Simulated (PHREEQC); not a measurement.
# Copper plating or etch bath

Solution (55 °C): 0.0011 mol/kgw Cu(NO3)2, 9.6e-05 mol/kgw HCl and 6e-05 mol/kgw Na2SO4. Closed to the air; pH follows from the charge balance.

Model: ion-association model, phreeqc.dat, run in PHREEQC.

This is a speciation only: nothing precipitates in the calculation.

Question: Predict the pH, specific conductance.

Answer: pH 4.05; specific conductance 549 µS/cm.

Question: In which forms is S present?

Answer: SO4-2 85 %, CuSO4 13 %, HSO4- 1.3 % of the S.

Complexes and solids missing from the database can't appear. Away from 25 °C the constants follow the database's enthalpies or fits; those with neither stay at their 25 °C values.
